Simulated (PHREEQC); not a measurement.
A solution holds 13 mmol/kgw HF, 46 mmol/kgw KOH and 4.7 mmol/kgw LiCl, at 20 °C. Closed to the air; pH follows from the charge balance.

Model: ion-association model, wateq4f.dat, run in PHREEQC.

| quantity | before | after |
|---|---|---|
| pH | 12.60 | 1.67 |
| ionic strength (mol/kgw) | 0.0507 | 0.0968 |

Question: Name the change that produced these shifts.
A. 0.006 mol/kgw H3AsO4 added
B. KOH from 0.046 to 0.0046 mol/kgw
C. 0.002 mol/kgw Na2CO3 added
D. HF from 0.013 to 0.0117 mol/kgw
E. KOH replaced by KHSO4 at the same molality

Answer: E, KOH replaced by KHSO4 at the same molality

Precipitation was switched off in this run. wateq4f.dat counts part of the HF as a dimer, H2F2, which phreeqc.dat doesn't know; its constant is uncertain.
